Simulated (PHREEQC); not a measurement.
Consider water at 35 °C with 0.025 mol MgCl2, 0.0026 mol CO2 and 0.00026 mol NaCl per kg of water. Closed to the air; pH follows from the charge balance.

The numbers come from PHREEQC with the ion-association model, wateq4f.dat.

Question: The ionic strength comes out as 0.0753 mol/kgw. What activity coefficients do HCO3-, Na+, Cl-, H+, Mg+2 get?

Answer: HCO3- 0.80, Na+ 0.80, Cl- 0.78, H+ 0.84, Mg+2 0.43.

No solid was allowed to form.
